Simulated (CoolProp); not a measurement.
A simple Rankine cycle with carbonyl sulfide: condensing at 306.15 K, boiler at 3.62 MPa, turbine inlet 351.6 K, turbine efficiency 0.8, pump efficiency 0.7, no recuperator. Each further row changes one setting.

The numbers come from the reference Helmholtz-energy equation of state, Lemmon 2006 in CoolProp. It is a short technical equation, of lower accuracy than the large ones.

```json
[
 {"case": "as stated", "thermal efficiency (%)": "?", "net work (kJ/kg)": "18.7", "heat in (kJ/kg)": "239", "turbine exit temperature (K)": "306.1", "volume ratio over the turbine": "2.29"},
 {"case": "turbine inlet 371.6 K", "thermal efficiency (%)": "8.2", "net work (kJ/kg)": "?", "heat in (kJ/kg)": "264", "turbine exit temperature (K)": "313.2", "volume ratio over the turbine": "2.16"},
 {"case": "condensing temperature 298.15 K", "thermal efficiency (%)": "9.3", "net work (kJ/kg)": "23.2", "heat in (kJ/kg)": "250", "turbine exit temperature (K)": "298.1", "volume ratio over the turbine": "?"},
 {"case": "boiler pressure 2.53 MPa", "thermal efficiency (%)": "?", "net work (kJ/kg)": "13.2", "heat in (kJ/kg)": "262", "turbine exit temperature (K)": "319.5", "volume ratio over the turbine": "1.55"},
 {"case": "turbine efficiency 0.7", "thermal efficiency (%)": "6.7", "net work (kJ/kg)": "?", "heat in (kJ/kg)": "239", "turbine exit temperature (K)": "306.1", "volume ratio over the turbine": "2.32"}
]
```

Problem. Fill in the missing entries.

Solution. 
- as stated, thermal efficiency (%): 7.8
- turbine inlet 371.6 K, net work (kJ/kg): 21.7
- condensing temperature 298.15 K, volume ratio over the turbine: 2.75
- boiler pressure 2.53 MPa, thermal efficiency (%): 5.1
- turbine efficiency 0.7, net work (kJ/kg): 16.0

The expansion ends wet for: as stated; condensing temperature 298.15 K; turbine efficiency 0.7.
